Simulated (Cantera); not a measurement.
A closed system holds: 1 mol C2H2, 41 mol H2, 21 mol N2, at 2200000 Pa.

These are equilibrium values from Cantera (NASA tables, ideal gas, pure condensed phases), not measurements of a reactor. Candidate condensed phases: C, C6H6, C7H8, C8H18; 92 gas species. Rates play no part.

**Question.** Which condensed phases are stable at each of these points (T (K)): 650, 800, 950, 1100, 1250, 1400, 1550, 1700, 1850, 2000, 2150, 2300, 2450?

**Answer.** 
```json
[
 {"T (K)": "650", "condensed phases": "gas only", "C condensed (%)": "0.0"},
 {"T (K)": "800", "condensed phases": "gas only", "C condensed (%)": "0.0"},
 {"T (K)": "950", "condensed phases": "gas only", "C condensed (%)": "0.0"},
 {"T (K)": "1100", "condensed phases": "gas only", "C condensed (%)": "0.0"},
 {"T (K)": "1250", "condensed phases": "gas only", "C condensed (%)": "0.0"},
 {"T (K)": "1400", "condensed phases": "gas only", "C condensed (%)": "0.0"},
 {"T (K)": "1550", "condensed phases": "C(graphite)", "C condensed (%)": "40.6"},
 {"T (K)": "1700", "condensed phases": "C(graphite)", "C condensed (%)": "62.0"},
 {"T (K)": "1850", "condensed phases": "C(graphite)", "C condensed (%)": "67.2"},
 {"T (K)": "2000", "condensed phases": "C(graphite)", "C condensed (%)": "60.9"},
 {"T (K)": "2150", "condensed phases": "C(graphite)", "C condensed (%)": "42.8"},
 {"T (K)": "2300", "condensed phases": "C(graphite)", "C condensed (%)": "10.5"},
 {"T (K)": "2450", "condensed phases": "gas only", "C condensed (%)": "0.0"}
]
```

From 650 K to 1400 K nothing is condensed. From 1550 K to 2300 K the condensed part is C(graphite). At 2450 K nothing is condensed.
